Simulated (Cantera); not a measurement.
Thermodynamics of nitride etching, feed BN + HCl

Feed: 1 mol BN, a varied amount of HCl, at 1025 °C and 23.0 mbar.

Method: chemical equilibrium by Gibbs-energy minimisation in Cantera with the NASA 1993 tables (ideal gas, pure condensed phases). Candidate condensed phases: B, BN, NH₄Cl; 21 gas species. Gases not in the tables: BHCl₂. Rates play no part.

| n(HCl) (mol) | x HCl | x H₂ | x BCl₃ | x N₂ | x Cl | n BN(s) |
|---|---|---|---|---|---|---|
| 7.4 | 0.908 | 0.0459 | 0.0306 | 0.0153 | 2.53e-5 | 0.773 |
| 10 | 0.908 | 0.0459 | 0.0306 | 0.0153 | 2.53e-5 | 0.694 |
| 14 | 0.908 | 0.0459 | 0.0306 | 0.0153 | 2.53e-5 | 0.571 |
| 20 | 0.908 | 0.0459 | 0.0306 | 0.0153 | 2.53e-5 | 0.387 |
| 28 | 0.908 | 0.0459 | 0.0306 | 0.0153 | 2.53e-5 | 0.142 |
| 39 | 0.923 | 0.0385 | 0.0256 | 0.0128 | 2.81e-5 | 0 |
| 54 | 0.944 | 0.0278 | 0.0185 | 0.00926 | 3.38e-5 | 0 |
x: gas mole fraction; n: condensed amount in mol.

From 7.4 mol HCl to 28 mol HCl the condensed part is BN(s). From 39 mol HCl to 54 mol HCl nothing is condensed. The main B-bearing gas is BCl₃ throughout.
